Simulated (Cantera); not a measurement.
A Cantera script and what it prints.

```python
import numpy as np
import cantera as ct

gas_names = """
    B BH BH2 BH3 B2 H H2
""".split()
cond_names = """
    B(b) B(L)
""".split()


def load(file, names, dense=False):
    # The tables refer to 1 bar. Condensed volumes are neglected.
    table = {s.name: s for s in ct.Species.list_from_file(file)}
    out = []
    for n in names:
        d = dict(table[n].input_data)
        d["thermo"] = dict(d["thermo"], **{"reference-pressure": 1e5})
        if dense:
            d["equation-of-state"] = {"model": "constant-volume", "density": "1e6 g/cm^3"}
        out.append(ct.Species.from_dict(d))
    return out


gas = ct.Solution(thermo="ideal-gas", species=load("nasa_gas.yaml", gas_names))
cond = {s.name: ct.Solution(thermo="fixed-stoichiometry", species=[s], name=s.name)
        for s in load("nasa_condensed.yaml", cond_names, dense=True)}
atoms = {
    'B2H6': {'B': 2, 'H': 6},
    'H2': {'H': 2},
}
top_T = {}  # K; cautious upper limits of use, not melting points


def equilibrate(T, P, feed):
    n = {}
    for name, mol in feed.items():
        for a, k in atoms[name].items():
            n[a] = n.get(a, 0.0) + k * mol
    gas.TPX = T, P, n
    mass = sum(n.values()) * gas.mean_molecular_weight
    gas.equilibrate("TP")
    valid = [c for c in cond.values() if c.min_temp <= T <= top_T.get(c.name, c.max_temp)]
    mix = ct.Mixture([(gas, mass / gas.mean_molecular_weight)] + [(c, 0.0) for c in valid])
    mix.T, mix.P = T, P
    mix.equilibrate("TP", solver="vcs", rtol=1e-11, max_steps=5000)
    return mix


results = []
feed = {'B2H6': 1, 'H2': 27}  # mol
P = 20000  # Pa
for T in [1723, 1773, 1823, 1873, 1923, 1973, 2023, 2073, 2123, 2173]:
    mix = equilibrate(T, P, feed)
    results.append((T, P, feed, dict(zip(mix.species_names, mix.species_moles))))

top = {s: max(r[3][s] / sum(r[3][g] for g in gas_names) for r in results) for s in gas_names}
cols = sorted((s for s in top if top[s] > 1e-06), key=lambda s: -top[s])[:9]
seen = [c for c in cond_names if any(r[3].get(c, 0) > 1e-12 for r in results)]
print("log10 of partial pressures in bar; condensed amounts in mol")
print(f"{'T/K':>10s}" + "".join(f"{s[:9]:>10s}" for s in cols + seen))
for T, P, feed, n in results:
    ng = sum(n[g] for g in gas_names)
    print(f"{T:10.4g}" + "".join(f"{np.log10(max(n[s] / ng * P / 1e5, 1e-99)):10.3f}" for s in cols)
          + "".join(f"{n.get(c, 0):10.4g}" for c in seen))
```

Result:

```
log10 of partial pressures in bar; condensed amounts in mol
       T/K        H2         H       BH2       BH3         B        BH      B(b)
      1723    -0.699    -4.089    -4.834    -5.860    -9.204    -8.681     1.998
      1773    -0.699    -3.896    -4.670    -5.785    -8.729    -8.311     1.997
      1823    -0.699    -3.713    -4.515    -5.715    -8.281    -7.961     1.995
      1873    -0.700    -3.540    -4.368    -5.648    -7.856    -7.630     1.993
      1923    -0.700    -3.376    -4.230    -5.586    -7.454    -7.317     1.991
      1973    -0.700    -3.220    -4.098    -5.527    -7.073    -7.020     1.988
      2023    -0.701    -3.072    -3.974    -5.472    -6.711    -6.738     1.983
      2073    -0.702    -2.931    -3.856    -5.419    -6.366    -6.470     1.978
      2123    -0.703    -2.797    -3.744    -5.370    -6.038    -6.215     1.972
      2173    -0.704    -2.669    -3.638    -5.324    -5.726    -5.972     1.964
```

Method: chemical equilibrium by Gibbs-energy minimisation in Cantera with the NASA 1993 tables (ideal gas, pure condensed phases). The feed counts by its element totals alone. The tables' values for BH2 are old estimates; treat these amounts as uncertain. Gases not in the tables: B2H6 and higher boranes.
